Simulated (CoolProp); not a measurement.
A single-stage vapour-compression cycle with cyclopropane: evaporating at 284.15 K (dew point), condensing at 323.15 K (bubble point), superheat 2 K, subcooling 5 K, compressor efficiency 0.75, no pressure losses. Each further row changes one setting.

Values from CoolProp's reference Helmholtz-energy equation of state, Polt 1992. This equation is an older, rougher fit; its heat capacities, sound speeds and derivatives of the liquid may be far off and weren't checked against measurements.

```json
[
 {"case": "as stated", "cooling COP": "…", "pressure ratio": "2.77", "discharge temperature (K)": "347.6", "refrigerating effect (kJ/kg)": "347", "volumetric capacity (kJ/m³)": "3320"},
 {"case": "evaporating temperature 289.15 K", "cooling COP": "5.65", "pressure ratio": "2.39", "discharge temperature (K)": "…", "refrigerating effect (kJ/kg)": "352", "volumetric capacity (kJ/m³)": "…"},
 {"case": "condensing temperature 318.15 K", "cooling COP": "5.58", "pressure ratio": "2.47", "discharge temperature (K)": "…", "refrigerating effect (kJ/kg)": "359", "volumetric capacity (kJ/m³)": "3430"},
 {"case": "subcooling 10 K", "cooling COP": "4.92", "pressure ratio": "2.77", "discharge temperature (K)": "347.6", "refrigerating effect (kJ/kg)": "359", "volumetric capacity (kJ/m³)": "3430"},
 {"case": "superheat 12 K", "cooling COP": "4.74", "pressure ratio": "2.77", "discharge temperature (K)": "357.3", "refrigerating effect (kJ/kg)": "362", "volumetric capacity (kJ/m³)": "3300"},
 {"case": "compressor efficiency 0.65", "cooling COP": "4.13", "pressure ratio": "2.77", "discharge temperature (K)": "…", "refrigerating effect (kJ/kg)": "347", "volumetric capacity (kJ/m³)": "3320"}
]
```

Problem. What belongs in the gaps?

Solution. 
- as stated, cooling COP: 4.76
- evaporating temperature 289.15 K, discharge temperature (K): 344.1
- evaporating temperature 289.15 K, volumetric capacity (kJ/m³): 3860
- condensing temperature 318.15 K, discharge temperature (K): 340.6
- compressor efficiency 0.65, discharge temperature (K): 353.6
